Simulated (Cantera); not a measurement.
Charge: 1 mol CH₃SiCl₃, 0.2 mol C₃H₈, 170 mol H₂, held at 0.00420 bar.

Cantera equilibrium calculation (NASA polynomials, part measured and part estimated; ideal gas, pure solids and liquids). Candidate condensed phases: C, C₆H₆, C₇H₈, C₈H₁₈, Si, SiC; 109 gas species. The feed counts by its element totals alone. Gases not in the tables: Si₂H₆ and higher silanes. Equilibrium is a limit: real reactors are often held back by kinetics, nucleation or transport.

Problem. Which condensed phases are stable at each of these points (T (°C)): 1027, 1127, 1227, 1327, 1427, 1527, 1627, 1727, 1827, 1927, 2027?

Solution. 
```csv
T (°C),condensed phases,Si condensed (%)
1027,C(graphite) + SiC(s),100.0
1127,C(graphite) + SiC(s),99.9
1227,C(graphite) + SiC(s),99.9
1327,C(graphite) + SiC(s),99.8
1427,C(graphite) + SiC(s),99.7
1527,C(graphite) + SiC(s),99.2
1627,C(graphite) + SiC(s),97.2
1727,C(graphite) + SiC(s),87.5
1827,C(graphite) + SiC(s),45.8
1927,C(graphite),0.0
2027,gas only,0.0
```

From 1027 °C to 1827 °C the condensed part is C(graphite) + SiC(s). At 1927 °C the condensed part is C(graphite). At 2027 °C nothing is condensed.
